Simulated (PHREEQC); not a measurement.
Copper plating or etch bath (model solution)

Consider water at 25 °C and 500 atm with 0.15 mol/kgw CuCl2, 0.0004 mol/kgw HNO3 and 0.00037 mol/kgw FeCl3. Closed to the air; pH follows from the charge balance.

Model: ion-association model, phreeqc.dat, run in PHREEQC.

```json
{
  "pH": "3.27",
  "ionic_strength": "0.402 mol/kgw",
  "activity_of_water": "0.993",
  "density": "1.037 g/cm³",
  "total_alkalinity": "-1.14 meq/kg"
}
```

```tsv
species	molality	activity	log γ
Cl-	0.275	0.185	-0.173
Cu+2	0.126	0.0344	-0.562
CuCl+	0.0234	0.0157	-0.172
CuCl2	0.00114	0.00126	0.040
H+	0.000686	0.000533	-0.110
NO3-	0.000400	0.000256	-0.194
FeOH+2	0.000169	4.05e-5	-0.619
FeCl+2	8.01e-5	1.93e-5	-0.619
Fe(OH)2+	5.05e-5	3.58e-5	-0.149
FeCl2+	3.33e-5	2.33e-5	-0.155
Fe+3	2.29e-5	2.35e-6	-0.989
Fe2(OH)2+4	5.98e-6	4.42e-8	-2.132
CuCl3-	3.38e-6	2.27e-6	-0.172
CuOH+	8.81e-7	5.93e-7	-0.172
Fe3(OH)4+5	7.09e-7	3.31e-10	-3.331
FeCl3	5.78e-7	6.34e-7	0.040
```

Precipitation was switched off in this run. Saturation is exceeded, for instance for Hematite (slow to form), Goethite (slow to form); the values hold only as long as no solid forms. Under pressure, the constants of complexes without a molar volume in the database are unreliable.
